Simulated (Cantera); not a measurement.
A perfectly stirred reactor is fed with N₂O = 1 (molar parts), at 100.0 Torr; it is held at 1500 K, and followed from long to short residence time.

Model: GRI-Mech 3.0 (53 species, 325 reactions), integrated in Cantera. GRI-Mech 3.0 was tuned for natural gas; its chemistry of N2O as a main component is partial and can be far from experiment. The temperature is held fixed by assumption; the heat of reaction is taken as removed at once.

One state of this run: x N₂O = 0.649; x NO = 0.0576; x O₂ = 0.0881; x O = 7.05e-5; x NO₂ = 4.99e-5; x N₂ = 0.205. x: mole fraction; the columns are a selection and need not sum to one.

Question: Which value of τ (s) does it belong to?
A) 1.0
B) 0.048
C) 22
D) 0.22

Answer: B, 0.048
